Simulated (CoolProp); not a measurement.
A closed Brayton cycle with carbon dioxide: compressor inlet 333.15 K and 8.8 MPa, high pressure 26.3 MPa, turbine inlet 645 K, compressor efficiency 0.8, turbine efficiency 0.93, recuperator effectiveness 0.8 (on enthalpy, no pinch check). Each further row changes one setting.

Computed with CoolProp (reference Helmholtz-energy equation of state, Span 1996).

| case | thermal efficiency (%) | net work (kJ/kg) | compressor to turbine work | compressor exit (K) | turbine exit (K) |
|---|---|---|---|---|---|
| as stated | 21.0 | 43.4 | 0.60 | 430.3 | 527.5 |
| turbine inlet 595 K | 17.2 | 31.8 | 0.67 | 430.3 | 482.2 |
| compressor inlet 343.15 K | 18.7 | 36.4 | 0.66 | 446.8 | 527.5 |
| high pressure 22.4 MPa | 21.1 | 40.8 | 0.57 | 415.5 | 544.4 |
| recuperator effectiveness 0.5 | 18.1 | 43.4 | 0.60 | 430.3 | 527.5 |
